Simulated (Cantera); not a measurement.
Charge: 1 mol Fe₃O₄, 13 mol H₂, 0.051 mol H₂O, equilibrated at 1950 K and 2.10 mbar.

These are equilibrium values from Cantera (NASA tables, ideal gas, pure condensed phases), not measurements of a reactor. Candidate condensed phases: Fe, FeO, Fe(OH)₂, Fe(OH)₃, Fe₂O₃, Fe₃O₄, H₂O; 12 gas species. Equilibrium is a limit: real reactors are often held back by kinetics, nucleation or transport.

Base state: H₂ 0.606, H₂O 0.275, Fe 0.0975, H 0.0195, OH 0.000802, FeO 0.000780, Fe(OH)₂ 8.39e-5, O 1.91e-5 (mole fractions); condensed: Fe(l).

### Question
What changes in the equilibrium state with this change: temperature from 1950 K to 1975 K?

### Answer
```
species       before     after
----------  --------  --------
H₂             0.606     0.581
H₂O            0.275     0.263
Fe            0.0975     0.131
H             0.0195    0.0228
O            1.91e-5   2.84e-5
FeO         0.000780   0.00111
OH          0.000802  0.000984
Fe(l), mol      1.56     0.990
```
